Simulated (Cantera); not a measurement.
Cantera run, input and output.

```python
import numpy as np
import cantera as ct

gas = ct.Solution("gri30.yaml")
gas.TPX = 573, 63000, {'CH4': 1, 'CO': 0.95, 'O2': 5.76, 'N2': 21.6}
inlet = ct.Reservoir(gas, clone=True)
gas.equilibrate("HP")  # start burning
reactor = ct.IdealGasConstPressureReactor(gas, energy="on", clone=False)
exhaust = ct.Reservoir(gas, clone=True)
tau = [0.13, 0.06, 0.027, 0.012, 0.0057, 0.0026, 0.0012, 0.00054, 0.00024, 0.00011, 5.1e-05][0]
for a, b in ((inlet, reactor), (reactor, exhaust)):
    ct.MassFlowController(a, b, mdot=lambda t: reactor.mass / tau)
net = ct.ReactorNet([reactor])
show = ['CH4', 'CO', 'O2', 'HCO', 'HCN', 'H2', 'H2O']

rows = []
print(f"{'tau/s':>10s}{'T/K':>9s}" + "".join(f"{s:>11s}" for s in show))
for tau in [0.13, 0.06, 0.027, 0.012, 0.0057, 0.0026, 0.0012, 0.00054, 0.00024, 0.00011, 5.1e-05]:
    net.initial_time = 0.0
    net.advance(30 * tau)
    before = gas.X
    net.advance(40 * tau)
    drift = np.max(np.abs(gas.X - before) / (gas.X + 1e-9))
    rows.append([gas.T, *gas[show].X, drift])
    print(f"{tau:10.3e}{gas.T:9.1f}" + "".join(f"{x:11.3e}" for x in gas[show].X))
```

It prints:

```
     tau/s      T/K        CH4         CO         O2        HCO        HCN         H2        H2O
 1.300e-01   1614.0  1.082e-05  4.954e-04  1.138e-01  1.133e-08  7.914e-10  6.634e-05  6.879e-02
 6.000e-02   1608.9  1.743e-05  8.320e-04  1.139e-01  2.540e-08  8.688e-10  1.097e-04  6.859e-02
 2.700e-02   1600.6  2.858e-05  1.419e-03  1.140e-01  5.832e-08  1.032e-09  1.829e-04  6.829e-02
 1.200e-02   1587.0  4.771e-05  2.438e-03  1.143e-01  1.347e-07  1.417e-09  3.027e-04  6.785e-02
 5.700e-03   1567.2  7.822e-05  4.007e-03  1.148e-01  2.873e-07  2.132e-09  4.706e-04  6.728e-02
 2.600e-03   1534.3  1.393e-04  6.819e-03  1.159e-01  6.300e-07  3.496e-09  7.283e-04  6.645e-02
 1.200e-03   1482.1  2.783e-04  1.182e-02  1.183e-01  1.344e-06  5.758e-09  1.090e-03  6.530e-02
 5.400e-04   1379.0  8.587e-04  2.301e-02  1.251e-01  2.886e-06  9.786e-09  1.779e-03  6.308e-02
 2.400e-04    573.0  3.412e-02  3.241e-02  1.965e-01  1.242e-24 -1.657e-22 -5.176e-17 -7.242e-16
 1.100e-04    573.0  3.412e-02  3.241e-02  1.965e-01  7.220e-25 -9.640e-26 -2.771e-20  1.613e-18
 5.100e-05    573.0  3.412e-02  3.241e-02  1.965e-01  3.654e-25 -3.230e-27 -3.850e-22  5.287e-19
```

Model: GRI-Mech 3.0 (53 species, 325 reactions), integrated in Cantera.
